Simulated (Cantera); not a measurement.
Feed: 1 mol FeS2, 26 mol H2, equilibrated at 1575 K and 38.0 Pa.

Equilibrium computed with Cantera from the NASA thermochemical tables; the gas is ideal and each condensed phase is pure. Candidate condensed phases: Fe, FeS, FeS2, S; 8 gas species. The numbers say what is thermodynamically allowed, not how fast it happens.

Base state: H2 0.953, S2 0.0306, H2S 0.00835, SH 0.00367, H 0.00208, Fe 0.00180, S 0.000837 (mole fractions); condensed: Fe(γ).

Problem. What changes in the equilibrium state with this change: FeS2 replaced by V2O5?

Solution. 
```tsv
species	before	after
H2	0.953	0.921
H2O	0	0.0768
H	0.00208	0.00205
S2	0.0306	0
VO2	0	2.97e-5
Fe	0.00180	0
H2S	0.00835	0
SH	0.00367	0
S	0.000837	0
Fe(γ), mol	0.951	0
V2O3(s), mol	0	1.000
```
Condensed phases not in the tables: the oxides between V2O3 and V2O5 other than VO2. Further candidate phases: H2O, V, VO, V2O3, V2O4, V2O5.
